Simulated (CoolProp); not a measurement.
Vapour-liquid equilibrium of hydrogen sulfide (1) + propane (2) at 223.9 K; x and y are mole fractions of (1).

Model: multi-fluid Helmholtz-energy mixture model, Lemmon 2006 and Lemmon 2009; pair parameters Kunz 2012, in CoolProp.

| x | bubble pressure, mixture model (MPa) | bubble pressure, Raoult's law (MPa) | y, mixture model | y, Raoult's law |
|---|---|---|---|---|
| 0.05 | 0.1002 | 0.07807 | 0.297 | 0.110 |
| 0.15 | 0.1378 | 0.08796 | 0.525 | 0.293 |
| 0.25 | 0.1602 | 0.09785 | 0.618 | 0.439 |
| 0.35 | 0.1733 | 0.1077 | 0.668 | 0.559 |
| 0.45 | 0.1809 | 0.1176 | 0.699 | 0.658 |
| 0.55 | 0.1854 | 0.1275 | 0.722 | 0.742 |
| 0.65 | 0.1882 | 0.1374 | 0.743 | 0.814 |
| 0.75 | 0.1897 | 0.1473 | 0.769 | 0.876 |
| 0.85 | 0.1889 | 0.1572 | 0.813 | 0.930 |
| 0.95 | 0.1816 | 0.1671 | 0.907 | 0.978 |

The largest gap from Raoult's law is +63.7 % in bubble pressure, at x = 0.25. y crosses x between x = 0.75 and 0.85: the model has an azeotrope there.

Pair parameters are fitted to limited data, so mixtures are less certain than the pure fluids. With so large a gap from Raoult's law the liquid may split in two, which this calculation doesn't test in full.
